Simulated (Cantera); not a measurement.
An isothermal plug-flow reactor at 873 K and 490000 Pa (inlet), inlet velocity 0.12 m/s, active area per volume 110 1/m; feed 2.36 % CO, 16.4 % O2, 81.2 % N2.

Computed with Cantera and Deutschmann's 1995 Pt surface mechanism with GRI-Mech 3.0 gas chemistry. Catalytic surfaces can have several steady states; this one follows from the mechanism file's or the stated starting coverage. Mass transfer to the wall is taken as infinitely fast.

One state of this run: x CO = 0.00285; x O2 = 0.156; x H2O = <1e-12; x CO2 = 0.0210; θ free Pt = 0.0437; θ O* = 0.955; θ CO* = 0.000896. x: gas mole fraction; θ: surface coverage.

Task: Which value of z (m) does it belong to?
(A) 0.0038
(B) 0.00011
(C) 0.0014
(D) 0.00082

Result: C, 0.0014
